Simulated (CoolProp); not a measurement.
Vapour-liquid equilibrium of R22 (1) + R142b (2) at 3 bar; x and y are mole fractions of (1).

Values from CoolProp's multi-fluid Helmholtz-energy mixture model, Kamei 1995 and Lemmon 2006; pair parameters Bell 2016.

Task: Give the bubble temperature and the first vapour's composition at x = 0.5, 0.575, 0.95. Is there an azeotrope?

Result: x = 0.5: 272.5 K, y = 0.750; x = 0.575: 270.0 K, y = 0.807; x = 0.95: 259.6 K, y = 0.986. No azeotrope shows between x = 0.05 and 0.95.

Pair parameters are fitted to limited data, so mixtures are less certain than the pure fluids.
